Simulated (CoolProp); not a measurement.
o-xylene along the isobar 3880 kPa: fugacity coefficient from the reference equation and from simpler models built on Tc = 630.3 K, pc = 3737 kPa, ω = 0.312; each cubic takes its own stable root.

The numbers come from the reference Helmholtz-energy equation of state, Zhou 2012 in CoolProp.

| T (K) | phase | reference |
|---|---|---|
| 329.4 | liquid | 0.001405 |
| 338.1 | liquid | 0.002068 |
| 346.9 | liquid | 0.002986 |
| 355.6 | liquid | 0.004200 |
| 364.3 | liquid | 0.005792 |
| 373.1 | liquid | 0.007867 |
| 381.8 | liquid | 0.01047 |
| 390.6 | liquid | 0.01375 |
| 399.3 | liquid | 0.01774 |
| 408.1 | liquid | 0.02263 |
| 416.8 | liquid | 0.02843 |

### Question
How far does each simpler model (van der Waals, Redlich-Kwong, Soave-Redlich-Kwong, Peng-Robinson) lie from the reference over these 11 states: mean and median of the absolute difference, and the worst?

### Answer
- van der Waals: mean 1350.8 %, median 1072.0 %, worst +3161.2 % at 329.4 K and 3880 kPa
- Redlich-Kwong: mean 161.8 %, median 155.5 %, worst +241.4 % at 329.4 K and 3880 kPa
- Soave-Redlich-Kwong: mean 1.2 %, median 1.2 %, worst +2.3 % at 416.8 K and 3880 kPa
- Peng-Robinson: mean 1.1 %, median 0.9 %, worst +2.3 % at 329.4 K and 3880 kPa
